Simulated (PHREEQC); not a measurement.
A solution holds 0.2 mol/kgw NaHCO3 and 6.4e-05 mol/kgw NaF, at 20 °C. Closed to the air; pH follows from the charge balance.

Computed with PHREEQC (ion-association model, phreeqc.dat).

No solid was allowed to form.

**Question.** Order these Na species by the share of Na that they hold, largest first: Na+, NaCO3-, NaHCO3.

**Answer.** Na+ (94 %), NaHCO3 (5.4 %), NaCO3- (0.76 %)

**Question.** Order these C species by the share of C that they hold, largest first: NaHCO3, CO2, HCO3-, CO3-2, NaCO3-.

**Answer.** HCO3- (91 %), NaHCO3 (5.4 %), CO2 (1.6 %), CO3-2 (0.88 %), NaCO3- (0.76 %)

The pH is 7.99 and the ionic strength 0.190 mol/kgw.
